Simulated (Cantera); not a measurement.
Catalytic combustion on Pt

An isothermal plug-flow reactor at 1000 K and 1.40 bar (inlet), inlet velocity 1.5 m/s, active area per volume 73 1/m; feed 2.89 % H₂, 1.21 % O₂, 95.2 % N₂, 0.699 % H₂O, equivalence ratio 1.2.

Computed with Cantera and Deutschmann's 1995 Pt surface mechanism with GRI-Mech 3.0 gas chemistry. Catalytic surfaces can have several steady states; this one follows from the mechanism file's or the stated starting coverage. Mass transfer to the wall is taken as infinitely fast.

```csv
z (m),x H₂,x O₂,x H₂O,θ free Pt,θ H*
9.9e-05,0.0280,0.0116,0.00797,0.987,0.0132
0.00021,0.0269,0.0110,0.00903,0.987,0.0130
0.00046,0.0247,0.00996,0.0112,0.988,0.0125
0.00099,0.0208,0.00798,0.0153,0.988,0.0115
0.0021,0.0149,0.00500,0.0213,0.990,0.00985
0.0046,0.00832,0.00172,0.0280,0.992,0.00764
0.0099,0.00523,0.000177,0.0311,0.994,0.00633
```
x: gas mole fraction; θ: surface coverage.
